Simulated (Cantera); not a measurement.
# Silicon oxide and oxynitride deposition: HMDSO + NO

Charge: 1 mol HMDSO, a varied amount of NO, held at 1900 K and 25000 Pa.

Method: chemical equilibrium by Gibbs-energy minimisation in Cantera with the NASA 1993 tables (ideal gas, pure condensed phases). Candidate condensed phases: C, C6H6, C7H8, C8H18, H2O, Si, SiC, SiO2, Si2N2O, Si3N4; 151 gas species. The feed counts by its element totals alone. Mutual solubility and eutectic melting of coexisting phases are not modelled. The tables hold silica as quartz up to 1696 K and as liquid above; real silica turns to tridymite and cristobalite and melts near 1996 K. Gases not in the tables: Si(OH)4. The numbers say what is thermodynamically allowed, not how fast it happens.

```
n(NO) (mol)   x H2   x CO    x N2     x SiO     x H2O     x CO2  n C(graphite)  n SiC(s)  n Si2N2O(s)  n SiO2(condensed)
-----------  -----  -----  ------  --------  --------  --------  -------------  --------  -----------  -----------------
2.1          0.682  0.234  0.0786   0.00171   7.11e-6   5.80e-7          0.906      1.98            0                  0
2.5          0.652  0.253  0.0896   0.00184   7.34e-6   6.76e-7          0.509      1.97            0                  0
2.9          0.625  0.270  0.0997   0.00197   7.51e-6   7.70e-7          0.112      1.97            0                  0
3.4          0.594  0.277   0.112    0.0138   1.92e-5   2.13e-6              0      1.79            0                  0
4            0.561  0.281   0.125    0.0316   2.76e-5   3.28e-6              0      1.49            0                  0
4.6          0.535  0.287   0.133    0.0429   3.10e-5   3.95e-6              0      1.17       0.0565                  0
5.4          0.513  0.305   0.137    0.0430   3.07e-5   4.34e-6              0     0.644        0.301                  0
6.3          0.491  0.324   0.140    0.0432   3.03e-5   4.75e-6              0    0.0556        0.577                  0
7.4          0.442  0.295   0.182    0.0791  0.000310   4.92e-5              0         0            0              0.394
8.7          0.455  0.304   0.221    0.0169   0.00149  0.000236              0         0            0               1.67
10           0.406  0.292   0.250  0.000522    0.0431   0.00737              0         0            0               1.99
```
x: gas mole fraction; n: condensed amount in mol.

From 2.1 mol NO to 2.9 mol NO the condensed part is C(graphite) + SiC(s). From 3.4 mol NO to 4 mol NO the condensed part is SiC(s). From 4.6 mol NO to 6.3 mol NO the condensed part is SiC(s) + Si2N2O(s). From 7.4 mol NO to 10 mol NO the condensed part is SiO2(condensed). The share of Si in condensed phases is highest at 10 mol NO (99.5 %) and lowest at 7.4 mol NO (19.7 %).
